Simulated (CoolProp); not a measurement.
Values from CoolProp's reference Helmholtz-energy equation of state, Schroeder 2014.

**Question.** Give the vapour pressure (bar), enthalpy of vaporisation (kJ/kg), liquid cp (kJ/(kg K)), vapour Z of saturated ethanol at 350.2 K.

**Answer.** 
```tsv
T (K)	p (bar)	enthalpy of vaporisation (kJ/kg)	liquid cp (kJ/(kg K))	vapour Z
350.2	0.960	852	2.92	0.969
```
